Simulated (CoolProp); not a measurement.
Vapour-liquid equilibrium of R227EA (1) + isobutene (2) at 20.2 kPa; x and y are mole fractions of (1).

The numbers come from the multi-fluid Helmholtz-energy mixture model, Lemmon 2016 and Lemmon 2005; pair parameters Bell 2016 in CoolProp.

Problem. Give the bubble temperature and the first vapour's composition at x = 0.2, 0.35, 0.65. Is there an azeotrope?

Solution. x = 0.2: 222.4 K, y = 0.473; x = 0.35: 221.4 K, y = 0.533; x = 0.65: 221.1 K, y = 0.604. y crosses x between x = 0.575 and 0.65: the model has an azeotrope there.

Pair parameters are fitted to limited data, so mixtures are less certain than the pure fluids.
